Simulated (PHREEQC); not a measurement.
Solution (25 °C): 0.0012 mol/kgw CuSO4, 0.00059 mol/kgw H2SO4 and 3.6e-05 mol/kgw H3BO3. Closed to the air; pH follows from the charge balance.

Equilibrium calculation in PHREEQC: ion-association model, phreeqc.dat.

No solid was allowed to form.

Q: Order these S species by the share of S that they hold, largest first: SO4-2, HSO4-, CuSO4.

A: SO4-2 (84 %), CuSO4 (9.5 %), HSO4- (6.4 %)

The pH is 3.00 and the ionic strength 0.00566 mol/kgw.
